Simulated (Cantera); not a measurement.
Feed: 1 mol C2H5OH, 3.2 mol H2O, 1.5 mol H2, held at 1650 K and 720000 Pa.

Cantera equilibrium calculation (NASA polynomials, part measured and part estimated; ideal gas, pure solids and liquids). Candidate condensed phases: C, C6H6, C7H8, C8H18, H2O; 110 gas species. The numbers say what is thermodynamically allowed, not how fast it happens.

Base state: H2 0.587, H2O 0.206, CO 0.186, CO2 0.0203, H 2.59e-5 (mole fractions); condensed: gas only.

Q: What changes in the equilibrium state with this change: pressure from 720000 Pa to 133 Pa?

A: 
```tsv
species	before	after
H2	0.587	0.586
H2O	0.206	0.206
CO	0.186	0.186
H	2.59e-5	0.00190
CO2	0.0203	0.0203
OH	4.12e-7	3.03e-5
```

Q: What changes in the equilibrium state with this change: pressure from 720000 Pa to 10.0 Pa?

A: 
| species | before | after |
|---|---|---|
| H2 | 0.587 | 0.582 |
| H2O | 0.206 | 0.206 |
| CO | 0.186 | 0.185 |
| H | 2.59e-5 | 0.00693 |
| CO2 | 0.0203 | 0.0204 |
| OH | 4.12e-7 | 0.000111 |

Q: What changes in the equilibrium state with this change: H2O from 3.2 to 0.049 mol?

A: 
```json
[
 {"species": "H2", "before": "0.587", "after": "0.805"},
 {"species": "CO", "before": "0.186", "after": "0.188"},
 {"species": "CH4", "before": "8.08e-6", "after": "0.00620"},
 {"species": "H2O", "before": "0.206", "after": "0.000701"},
 {"species": "CO2", "before": "0.0203", "after": "5.09e-5"},
 {"species": "C2H2 (acetylene)", "before": "<1e-9", "after": "3.67e-5"},
 {"species": "C2H4", "before": "<1e-9", "after": "1.55e-5"},
 {"species": "H", "before": "2.59e-5", "after": "3.04e-5"},
 {"species": "C(graphite), mol", "before": "0", "after": "0.920"}
]
```
